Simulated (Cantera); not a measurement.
An adiabatic, constant-volume homogeneous reactor starts with CO : H2 : O2 : N2 = 1 : 0.2 : 0.896 : 3.37 (molar parts), at 1675 K and 0.266 atm.

Model: GRI-Mech 3.0 (53 species, 325 reactions), integrated in Cantera.

x: mole fraction; the columns are a selection and need not sum to one.

```tsv
t (s)	T (K)	P (bar)	x CO	x H2	x O2	x NO	x CO2	x H2O2
2.00e-6	1675	0.270	0.183	0.0366	0.164	<1e-12	1.82e-7	1.47e-10
5.97e-6	1675	0.270	0.183	0.0366	0.164	<1e-12	7.06e-7	9.56e-10
1.78e-5	1675	0.270	0.183	0.0366	0.164	1.55e-12	7.55e-6	___
5.32e-5	1683	0.271	0.177	0.0173	0.147	2.44e-8	0.00608	___
0.000159	1844	0.296	0.110	0.00357	0.0911	9.46e-6	0.0736	___
0.000475	2090	0.330	0.0978	0.00383	0.0860	8.23e-5	0.0887	___
0.00142	2462	0.380	0.0878	0.00320	0.0860	0.000892	0.103	___
0.00423	2715	0.412	0.0742	0.00246	0.0800	0.00893	0.120	5.11e-8
0.0126	2717	0.412	0.0732	0.00243	0.0761	0.0173	0.121	5.23e-8
0.0377	2717	0.412	0.0731	0.00243	0.0758	0.0178	0.122	5.22e-8
0.113	2717	0.412	0.0731	0.00243	0.0758	0.0178	0.122	5.22e-8
0.336	2717	0.412	0.0731	0.00243	0.0758	0.0178	0.122	5.22e-8
1.00	2717	0.412	0.0731	0.00243	0.0758	0.0178	0.122	5.22e-8
3.00	2717	0.412	0.0731	0.00243	0.0758	0.0178	0.122	5.22e-8
```

Problem. What belongs in the gaps?

Solution. 
- 1.78e-5, x H2O2: 4.04e-9
- 5.32e-5, x H2O2: 1.36e-7
- 0.000159, x H2O2: 8.20e-8
- 0.000475, x H2O2: 4.28e-8
- 0.00142, x H2O2: 2.42e-8
